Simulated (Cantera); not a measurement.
An isothermal, constant-pressure homogeneous reactor starts with C2H6 : H2 = 1 : 21 (molar parts), at 1000 K and 1.00 bar.

Model: GRI-Mech 3.0 (53 species, 325 reactions), integrated in Cantera. GRI-Mech 3.0 stops at C3 and has no aromatics, soot or wall deposition, so with more carbon than oxygen in the feed, carbon stays in small species such as C2H2 where larger ones or solid carbon would form.

x: mole fraction; the columns are a selection and need not sum to one.

| t (s) | x C2H6 | x H2 | x CH4 | x C2H | x C2H4 | x CH2 | x C2H2 |
|---|---|---|---|---|---|---|---|
| 5.00e-5 | 0.0455 | 0.955 | 4.13e-9 | <1e-12 | 8.20e-10 | <1e-12 | <1e-12 |
| 0.000145 | 0.0455 | 0.955 | 1.33e-8 | <1e-12 | 8.59e-9 | <1e-12 | <1e-12 |
| 0.000419 | 0.0455 | 0.955 | 3.98e-8 | <1e-12 | 7.77e-8 | <1e-12 | <1e-12 |
| 0.00121 | 0.0455 | 0.955 | 1.18e-7 | <1e-12 | 6.69e-7 | <1e-12 | <1e-12 |
| 0.00351 | 0.0454 | 0.955 | 3.82e-7 | <1e-12 | 5.58e-6 | <1e-12 | 1.12e-12 |
| 0.0102 | 0.0454 | 0.955 | 1.86e-6 | <1e-12 | 4.32e-5 | <1e-12 | 6.37e-11 |
| 0.0294 | 0.0452 | 0.955 | 1.17e-5 | <1e-12 | 0.000244 | <1e-12 | ? |
| 0.0851 | 0.0445 | 0.955 | 4.63e-5 | <1e-12 | 0.000879 | <1e-12 | ? |
| 0.246 | 0.0427 | 0.955 | 0.000144 | <1e-12 | 0.00252 | <1e-12 | ? |
| 0.713 | 0.0390 | 0.955 | 0.000408 | <1e-12 | 0.00599 | <1e-12 | ? |
| 2.06 | 0.0340 | 0.954 | 0.00108 | <1e-12 | 0.0104 | <1e-12 | ? |
| 5.97 | 0.0313 | 0.954 | 0.00283 | <1e-12 | 0.0121 | <1e-12 | ? |
| 17.3 | 0.0295 | 0.951 | 0.00754 | <1e-12 | 0.0116 | <1e-12 | ? |
| 50.0 | 0.0253 | 0.945 | 0.0195 | <1e-12 | 0.00998 | <1e-12 | ? |

Problem. Complete the blanks.

Solution. 
- 0.0294, x C2H2: 2.02e-9
- 0.0851, x C2H2: 2.70e-8
- 0.246, x C2H2: 2.40e-7
- 0.713, x C2H2: 1.67e-6
- 2.06, x C2H2: 8.00e-6
- 5.97, x C2H2: 2.02e-5
- 17.3, x C2H2: 2.41e-5
- 50.0, x C2H2: 2.10e-5
